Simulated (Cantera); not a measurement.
# Equilibrium for aluminium nitride and oxide growth: Al(CH3)3 + NH3 + N2

Charge: 1 mol Al(CH3)3, 0.88 mol NH3, 170 mol N2, held at 69.0 Pa.

Equilibrium computed with Cantera from the NASA thermochemical tables; the gas is ideal and each condensed phase is pure. Candidate condensed phases: Al, AlN, C, C6H6, C7H8, C8H18; 97 gas species. The feed counts by its element totals alone. The numbers say what is thermodynamically allowed, not how fast it happens.

From 1350 °C to 1450 °C the condensed part is AlN(s) + C(graphite). From 1500 °C to 1900 °C the condensed part is C(graphite). The main Al-bearing gas is Al throughout.

| T (°C) | x N2 | x H2 | x H | x Al | x HCN | x HNC | x CN | x C2H2 (acetylene) | n AlN(s) | n C(graphite) |
|---|---|---|---|---|---|---|---|---|---|---|
| 1350 | 0.966 | 0.0326 | 0.000475 | 0.000166 | 0.000418 | 1.02e-5 | 4.84e-8 | 1.14e-6 | 0.971 | 2.92 |
| 1400 | 0.966 | 0.0324 | 0.000780 | 0.000677 | 0.000557 | 1.56e-5 | 1.27e-7 | 1.85e-6 | 0.880 | 2.90 |
| 1450 | 0.963 | 0.0320 | 0.00124 | 0.00255 | 0.000728 | 2.31e-5 | 3.15e-7 | 2.89e-6 | 0.549 | 2.87 |
| 1500 | 0.960 | 0.0313 | 0.00192 | 0.00562 | 0.000932 | 3.33e-5 | 7.41e-7 | 4.39e-6 | 0 | 2.83 |
| 1550 | 0.960 | 0.0307 | 0.00289 | 0.00562 | 0.00118 | 4.70e-5 | 1.66e-6 | 6.49e-6 | 0 | 2.78 |
| 1600 | 0.959 | 0.0299 | 0.00425 | 0.00562 | 0.00146 | 6.50e-5 | 3.58e-6 | 9.32e-6 | 0 | 2.72 |
| 1650 | 0.958 | 0.0287 | 0.00608 | 0.00562 | 0.00178 | 8.77e-5 | 7.39e-6 | 1.30e-5 | 0 | 2.66 |
| 1700 | 0.956 | 0.0273 | 0.00849 | 0.00561 | 0.00214 | 0.000116 | 1.47e-5 | 1.75e-5 | 0 | 2.59 |
| 1750 | 0.955 | 0.0255 | 0.0115 | 0.00560 | 0.00252 | 0.000149 | 2.83e-5 | 2.28e-5 | 0 | 2.51 |
| 1800 | 0.953 | 0.0234 | 0.0153 | 0.00559 | 0.00290 | 0.000187 | 5.26e-5 | 2.86e-5 | 0 | 2.43 |
| 1850 | 0.950 | 0.0209 | 0.0197 | 0.00558 | 0.00327 | 0.000230 | 9.50e-5 | 3.45e-5 | 0 | 2.34 |
| 1900 | 0.948 | 0.0181 | 0.0247 | 0.00557 | 0.00361 | 0.000274 | 0.000167 | 3.99e-5 | 0 | 2.25 |
x: gas mole fraction; n: condensed amount in mol.
